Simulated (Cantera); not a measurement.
## Equilibrium for chemical vapour transport: Fe₂O₃ + HCl + H₂

Charge: 1 mol Fe₂O₃, 2.8 mol HCl, a varied amount of H₂, equilibrated at 1198.15 K and 13300 Pa.

Cantera equilibrium calculation (NASA polynomials, part measured and part estimated; ideal gas, pure solids and liquids). Candidate condensed phases: Fe, FeCl₂, FeCl₃, FeO, Fe(OH)₂, Fe(OH)₃, Fe₂O₃, Fe₃O₄, H₂O; 22 gas species. Mutual solubility and eutectic melting of coexisting phases are not modelled. The tables' stoichiometric FeO is somewhat more stable than real wüstite, so its field is too wide. FeO: taken at fixed stoichiometry. Kinetics and transport are ignored.

```tsv
n(H₂) (mol)	x HCl	x H₂	x H₂O	x FeCl₂	x Fe₂Cl₄	x FeCl₃	x Cl	x H	n FeO(s)	n Fe₃O₄(s)
0.77	0.568	0.0124	0.312	0.106	0.00102	0.000221	2.31e-6	5.81e-8	0.791	0.274
0.93	0.556	0.0133	0.334	0.0956	0.000819	0.000188	2.19e-6	6.01e-8	1.28	0.119
1.1	0.541	0.0257	0.345	0.0873	0.000683	0.000120	1.53e-6	8.37e-8	1.65	0
1.4	0.502	0.0953	0.321	0.0811	0.000590	5.38e-5	7.37e-7	1.61e-7	1.65	0
1.6	0.480	0.136	0.306	0.0775	0.000538	4.10e-5	5.88e-7	1.93e-7	1.65	0
2	0.440	0.208	0.280	0.0710	0.000453	2.79e-5	4.36e-7	2.38e-7	1.65	0
2.4	0.406	0.269	0.259	0.0656	0.000386	2.09e-5	3.54e-7	2.71e-7	1.65	0
2.9	0.370	0.333	0.236	0.0599	0.000322	1.56e-5	2.91e-7	3.01e-7	1.66	0
3.5	0.335	0.397	0.214	0.0542	0.000263	1.17e-5	2.41e-7	3.29e-7	1.66	0
```
x: gas mole fraction; n: condensed amount in mol.

From 0.77 mol H₂ to 0.93 mol H₂ the condensed part is FeO(s) + Fe₃O₄(s). From 1.1 mol H₂ to 3.5 mol H₂ the condensed part is FeO(s). The main Fe-bearing gas is FeCl₂ throughout.
